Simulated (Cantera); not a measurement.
A Cantera script and its output.

```python
import numpy as np
import cantera as ct

gas = ct.Solution("gri30.yaml")
gas.TPX = 423, 1000000, {'CO': 1, 'H2': 0.031, 'CH4': 0.29, 'O2': 1.23, 'N2': 4.63, 'CO2': 0.24}
flame = ct.FreeFlame(gas, width=0.008)
flame.set_refine_criteria(ratio=3, slope=0.08, curve=0.16)
flame.transport_model = "mixture-averaged"
flame.solve(loglevel=0, auto=True)
z, T = flame.grid, flame.T
thick = (T[-1] - T[0]) / np.gradient(T, z).max()
show = ['CO', 'H2', 'CH4', 'NO2', 'HO2', 'H2O']
print(f"laminar burning velocity  {flame.velocity[0] * 100:.3f} cm/s")
print(f"burnt temperature         {T[-1]:.1f} K")
print(f"thermal thickness         {thick * 1e3:.4f} mm")
print(f"grid points               {len(z)}")
z0 = z[flame.heat_release_rate.argmax()]
print(f"{'z/mm':>9s}{'T/K':>9s}{'u/(m/s)':>9s}" + "".join(f"{s:>11s}" for s in show))
rows = []
for k in (-3, -2, -1.5, -1, -0.5, -0.25, 0, 0.25, 0.5, 1, 2, 4, 8):
    zz = z0 + k * thick
    rows.append([k * thick, np.interp(zz, z, T), np.interp(zz, z, flame.velocity),
                 *(np.interp(zz, z, flame.X[gas.species_index(s)]) for s in show)])
    print(f"{rows[-1][0] * 1e3:9.3f}{rows[-1][1]:9.1f}{rows[-1][2]:9.3f}" + "".join(f"{x:11.3e}" for x in rows[-1][3:]))
```

Output:

```
laminar burning velocity  30.944 cm/s
burnt temperature         2284.5 K
thermal thickness         0.0741 mm
grid points               137
     z/mm      T/K  u/(m/s)         CO         H2        CH4        NO2        HO2        H2O
   -0.222    423.3    0.310  1.347e-01  4.185e-03  3.907e-02  4.806e-10  3.716e-08  3.109e-05
   -0.148    426.0    0.312  1.347e-01  4.200e-03  3.897e-02  7.326e-09  4.590e-07  3.102e-04
   -0.111    435.5    0.319  1.344e-01  4.217e-03  3.867e-02  3.636e-08  2.044e-06  1.187e-03
   -0.074    495.2    0.363  1.327e-01  4.252e-03  3.686e-02  2.737e-07  1.548e-05  6.035e-03
   -0.037    852.6    0.623  1.210e-01  4.309e-03  2.635e-02  1.481e-06  1.750e-04  2.970e-02
   -0.019   1254.8    0.911  1.055e-01  4.325e-03  1.421e-02  7.618e-07  3.139e-04  5.288e-02
    0.000   1682.0    1.203  8.094e-02  3.718e-03  2.450e-03  9.308e-08  1.719e-04  7.431e-02
    0.019   1907.1    1.342  5.281e-02  2.478e-03  6.418e-05  6.365e-08  5.090e-05  7.988e-02
    0.037   2020.0    1.408  3.633e-02  2.060e-03  1.069e-06  7.311e-08  2.753e-05  8.084e-02
    0.074   2131.8    1.473  2.267e-02  1.541e-03  5.284e-10  9.061e-08  1.274e-05  8.282e-02
    0.148   2213.7    1.521  1.352e-02  9.384e-04  8.452e-15  1.019e-07  5.721e-06  8.504e-02
    0.297   2260.8    1.548  7.934e-03  5.550e-04  1.218e-16  9.861e-08  3.210e-06  8.637e-02
    0.593   2280.7    1.559  5.465e-03  3.936e-04  7.752e-18  1.074e-07  2.490e-06  8.691e-02
```

Model: GRI-Mech 3.0 (53 species, 325 reactions), integrated in Cantera. Burning velocities carry a grid error of a few per cent, more on coarse grids.
